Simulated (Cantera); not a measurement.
Feed: 1 mol Si2H6, 0.031 mol HCl, 360 mol H2, held at 825 Torr.

Method: chemical equilibrium by Gibbs-energy minimisation in Cantera with the NASA 1993 tables (ideal gas, pure condensed phases). Candidate condensed phases: Si; 19 gas species. The feed counts by its element totals alone. Gases not in the tables: Si2H6 and higher silanes. The numbers say what is thermodynamically allowed, not how fast it happens.

x: gas mole fraction; n: condensed amount in mol.

```json
[
 {"T (°C)": "625", "x H2": "1.000", "x H": "1.04e-10", "x HCl": "8.10e-5", "x SiH2": "3.45e-12", "n Si(s)": "2.00", "n Si(l)": "0"},
 {"T (°C)": "700", "x H2": "1.000", "x H": "1.03e-9", "x HCl": "8.41e-5", "x SiH2": "4.19e-11", "n Si(s)": "2.00", "n Si(l)": "0"},
 {"T (°C)": "775", "x H2": "1.000", "x H": "7.37e-9", "x HCl": "8.48e-5", "x SiH2": "3.55e-10", "n Si(s)": "2.00", "n Si(l)": "0"},
 {"T (°C)": "850", "x H2": "1.000", "x H": "4.06e-8", "x HCl": "8.51e-5", "x SiH2": "2.26e-9", "n Si(s)": "2.00", "n Si(l)": "0"},
 {"T (°C)": "925", "x H2": "1.000", "x H": "1.81e-7", "x HCl": "8.52e-5", "x SiH2": "1.14e-8", "n Si(s)": "2.00", "n Si(l)": "0"},
 {"T (°C)": "1000", "x H2": "1.000", "x H": "6.80e-7", "x HCl": "8.52e-5", "x SiH2": "4.76e-8", "n Si(s)": "2.00", "n Si(l)": "0"},
 {"T (°C)": "1075", "x H2": "1.000", "x H": "2.21e-6", "x HCl": "8.53e-5", "x SiH2": "1.69e-7", "n Si(s)": "2.00", "n Si(l)": "0"},
 {"T (°C)": "1150", "x H2": "1.000", "x H": "6.33e-6", "x HCl": "8.53e-5", "x SiH2": "5.26e-7", "n Si(s)": "2.00", "n Si(l)": "0"},
 {"T (°C)": "1225", "x H2": "1.000", "x H": "1.64e-5", "x HCl": "8.53e-5", "x SiH2": "1.46e-6", "n Si(s)": "2.00", "n Si(l)": "0"},
 {"T (°C)": "1300", "x H2": "1.000", "x H": "3.88e-5", "x HCl": "8.53e-5", "x SiH2": "3.67e-6", "n Si(s)": "2.00", "n Si(l)": "0"},
 {"T (°C)": "1375", "x H2": "1.000", "x H": "___", "x HCl": "8.53e-5", "x SiH2": "___", "n Si(s)": "2.00", "n Si(l)": "0"},
 {"T (°C)": "1450", "x H2": "1.000", "x H": "___", "x HCl": "8.53e-5", "x SiH2": "___", "n Si(s)": "0", "n Si(l)": "1.99"},
 {"T (°C)": "1525", "x H2": "1.000", "x H": "0.000336", "x HCl": "8.53e-5", "x SiH2": "2.95e-5", "n Si(s)": "0", "n Si(l)": "1.99"}
]
```

Problem. Complete the blanks.

Solution. 
- 1375, x H: 8.49e-5
- 1375, x SiH2: 8.47e-6
- 1450, x H: 0.000174
- 1450, x SiH2: 1.70e-5
